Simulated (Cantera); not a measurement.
## Premixed flame

A freely propagating, adiabatic, planar premixed flame of 52.2 % H2, 10.0 % O2, 37.8 % N2, equivalence ratio 2.6, unburnt at 500 K and 0.750 bar; unity-Lewis-number transport, grid criteria slope 0.08 and curve 0.16, no radiation.

Cantera simulation using the H2/O2 subset of GRI-Mech 3.0, which has no nitrogen chemistry; the numbers are that mechanism's predictions, not measurements. Unity Lewis numbers drop preferential diffusion, which matters most where H2 and H carry the flame. Burning velocities carry a grid error of a few per cent, more on coarse grids.

```
z (mm)  T (K)  u (m/s)   x H2      x O2     x H2O       x O   x H2O2      x OH
------  -----  -------  -----  --------  --------  --------  -------  --------
-1.76     500     3.54  0.522     0.100   1.04e-7     <1e-8    <1e-8     <1e-8
-1.17     500     3.54  0.522     0.100   3.23e-6     <1e-8    <1e-8     <1e-8
-0.880    500     3.54  0.522     0.100   1.74e-5     <1e-8  2.77e-8     <1e-8
-0.587    502     3.55  0.522     0.100  0.000214   6.05e-8  3.32e-7     <1e-8
-0.293    569     4.01  0.516    0.0962   0.00858   1.27e-5  6.38e-6   2.44e-5
-0.147    828     5.74  0.483    0.0787    0.0466  0.000200  4.25e-6  0.000246
0        1188     8.06  0.394    0.0391     0.129   0.00126  5.17e-7  0.000895
0.147    1410     9.44  0.323   0.00938     0.191   0.00107  2.46e-7   0.00153
0.293    1517     10.1  0.308   0.00170     0.208  0.000521  1.74e-7   0.00171
0.587    1624     10.7  0.314  0.000174     0.213  0.000322  1.29e-7   0.00185
1.17     1730     11.3  0.325   6.41e-5     0.215  0.000215  7.99e-8   0.00180
2.35     1825     11.8  0.335   3.50e-5     0.217  0.000121  4.17e-8   0.00155
4.69     1900     12.2  0.343   1.64e-5     0.219   5.80e-5  1.95e-8   0.00118
```
x: mole fraction of selected species; z is measured from the peak of heat release.

The laminar burning velocity comes out as 354 cm/s. The thermal thickness is 0.587 mm and the peak x(O) comes out as 0.00143. The peak x(H2O2) is 7.14e-6 and the peak x(OH) comes out as 0.00186. The grid points is 111.
